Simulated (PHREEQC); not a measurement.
Dissolve 0.53 mol CaCl2, 0.035 mol BaCl2 and 0.48 mol LiCl per kg of water at 25 °C. Closed to the air; pH follows from the charge balance.

The numbers come from PHREEQC with the Pitzer model, pitzer.dat.

No solid was allowed to form.

What activity of water does the model give?

activity of water 0.952.
